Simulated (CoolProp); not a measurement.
A single-stage vapour-compression cycle with the fluid: evaporating at 219.15 K (dew point), condensing at 264.15 K (bubble point), superheat 8 K, subcooling 0 K, compressor efficiency 0.8, no pressure losses. The same conditions are run with several fluids, on thermodynamics alone (safety and materials aside).

Model: reference Helmholtz-energy equation of state of each fluid (propane: Lemmon 2009; ethane: Bücker 2006; R13: Platzer 1990; carbonyl sulfide: Lemmon 2006; fluoroethane (R161): Wu 2012; R125: Lemmon 2005), in CoolProp. The equations of Platzer and Polt are older, rougher fits.

```
fluid                cooling COP  pressure ratio  discharge temperature (K)  refrigerating effect (kJ/kg)  volumetric capacity (kJ/m³)
-------------------  -----------  --------------  -------------------------  ----------------------------  ---------------------------
propane                     3.26            6.14                      301.5                           345                          478
ethane                      2.92            4.00                      307.8                           [?]                         2670
R13                         2.86            4.35                      295.5                          92.9                         2020
carbonyl sulfide            3.21             [?]                      351.2                           262                          [?]
fluoroethane (R161)         3.25            7.20                      325.6                           361                          416
R125                        3.11            6.65                      287.6                           121                          594
```

Some entries are withheld; supply them.


- ethane, refrigerating effect (kJ/kg): 320
- carbonyl sulfide, pressure ratio: 5.83
- carbonyl sulfide, volumetric capacity (kJ/m³): 720
